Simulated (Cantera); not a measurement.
Source: NASA polynomial tables (part measured, part estimated), evaluated in Cantera. Values are per mole of reaction as written; species without (g) are pure solids or liquids, kept so even where they would boil at 1 bar.

### Question
Between 1125 and 1525 K, where is each reaction favourable under standard conditions?
- NaCl + H(g) ⇌ HCl(g) + Na
- 2 HCl(g) + 2 Na ⇌ 2 NaCl(g) + H₂(g)

### Answer
- NaCl + H(g) ⇌ HCl(g) + Na: ΔG° is 49 kJ at 1125 K and 48 kJ at 1525 K; it stays positive (K < 1). ΔH° is 49 kJ and ΔS° 1 J/K at 1525 K.
- 2 HCl(g) + 2 Na ⇌ 2 NaCl(g) + H₂(g): ΔG° is -285 kJ at 1125 K and -315 kJ at 1525 K; it stays negative (K > 1). ΔH° is -204 kJ and ΔS° 73 J/K at 1525 K.
